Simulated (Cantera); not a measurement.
What does this Cantera script print?

```python
import numpy as np
import cantera as ct

gas = ct.Solution("gri30.yaml")
gas.TPX = 1825, 100000, {'C2H6': 1, 'N2': 46}
inlet = ct.Reservoir(gas, clone=True)

reactor = ct.IdealGasConstPressureReactor(gas, energy="off", clone=False)
exhaust = ct.Reservoir(gas, clone=True)
tau = [3.9, 1.6, 0.62, 0.25, 0.098, 0.039, 0.016, 0.0062][0]
for a, b in ((inlet, reactor), (reactor, exhaust)):
    ct.MassFlowController(a, b, mdot=lambda t: reactor.mass / tau)
net = ct.ReactorNet([reactor])
show = ['C2H6', 'CH2', 'C2H2', 'C2H', 'C2H4', 'H', 'CH3']

rows = []
print(f"{'tau/s':>10s}{'T/K':>9s}" + "".join(f"{s:>11s}" for s in show))
for tau in [3.9, 1.6, 0.62, 0.25, 0.098, 0.039, 0.016, 0.0062]:
    net.initial_time = 0.0
    net.advance(30 * tau)
    before = gas.X
    net.advance(40 * tau)
    drift = np.max(np.abs(gas.X - before) / (gas.X + 1e-9))
    rows.append([gas.T, *gas[show].X, drift])
    print(f"{tau:10.3e}{gas.T:9.1f}" + "".join(f"{x:11.3e}" for x in gas[show].X))
```

Output:

```
     tau/s      T/K       C2H6        CH2       C2H2        C2H       C2H4          H        CH3
 3.900e+00   1825.0  1.513e-07  6.307e-08  2.002e-02  4.487e-07  1.667e-05  9.225e-05  2.412e-05
 1.600e+00   1825.0  3.638e-07  9.975e-08  1.992e-02  4.606e-07  1.784e-05  9.421e-05  3.725e-05
 6.200e-01   1825.0  9.196e-07  1.642e-07  1.975e-02  4.807e-07  2.103e-05  9.771e-05  5.891e-05
 2.500e-01   1825.0  2.212e-06  2.686e-07  1.949e-02  5.124e-07  2.847e-05  1.034e-04  9.077e-05
 9.800e-02   1825.0  5.377e-06  4.548e-07  1.916e-02  5.665e-07  4.600e-05  1.133e-04  1.402e-04
 3.900e-02   1825.0  1.259e-05  7.808e-07  1.876e-02  6.533e-07  8.310e-05  1.295e-04  2.124e-04
 1.600e-02   1825.0  2.797e-05  1.338e-06  1.834e-02  7.814e-07  1.546e-04  1.536e-04  3.131e-04
 6.200e-03   1825.0  6.387e-05  2.378e-06  1.780e-02  9.731e-07  3.029e-04  1.901e-04  4.683e-04
```

Computed with Cantera and GRI-Mech 3.0 (53 species, 325 reactions). GRI-Mech 3.0 stops at C3 and has no aromatics, soot or wall deposition, so with more carbon than oxygen in the feed, carbon stays in small species such as C2H2 where larger ones or solid carbon would form.
